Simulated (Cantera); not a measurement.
Mixture: CH4 : O2 : N2 = 1 : 5 : 15.5 (molar parts), equivalence ratio 0.40, at 2.80 bar, adiabatic and at constant volume. Ignition delay is the time to a rise of 400 K.

Model: GRI-Mech 3.0 (53 species, 325 reactions), integrated in Cantera.

Task: Predict: delay at 1023 K; delay at 1223 K; delay at 1423 K; delay at 1623 K; apparent activation energy between 1523 and 1723 K.

Result: 
| Property | Result |
|---|---|
| delay at 1023 K | 0.135 s |
| delay at 1223 K | 6.89 ms |
| delay at 1423 K | 0.670 ms |
| delay at 1623 K | 0.117 ms |
| apparent activation energy between 1523 and 1723 K | 160 kJ/mol |
